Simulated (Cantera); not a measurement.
A closed system holds: 1 mol Pb, 0.054 mol CO, 17 mol N2, held at 1.00 bar.

These are equilibrium values from Cantera (NASA tables, ideal gas, pure condensed phases), not measurements of a reactor. Candidate condensed phases: C, Pb, PbO, PbO2, Pb3O4; 27 gas species. Equilibrium is a limit: real reactors are often held back by kinetics, nucleation or transport.

x: gas mole fraction; n: condensed amount in mol.

```tsv
T (°C)	x N2	x Pb	x CO	x CO2	n C(graphite)	n Pb(l)
575	0.997	2.99e-7	0.00281	0.000180	0.00307	1.000
675	0.997	4.79e-6	0.00313	1.72e-5	0.000293	1.000
775	0.997	4.47e-5	0.00316	2.22e-6	3.78e-5	0.999
875	0.997	0.000280	0.00316	4.07e-7	6.95e-6	0.995
975	0.996	0.00130	0.00316	9.88e-8	0	0.978
1075	0.992	0.00478	0.00315	2.96e-8	0	0.918
1175	0.982	0.0146	0.00312	1.04e-8	0	(withheld)
1275	0.958	0.0384	0.00304	6.24e-9	0	(withheld)
1375	0.942	0.0553	0.00299	5.99e-9	0	(withheld)
```

Question: Complete the blanks.

Answer: 
- 1175, n Pb(l): 0.747
- 1275, n Pb(l): 0.317
- 1375, n Pb(l): 0
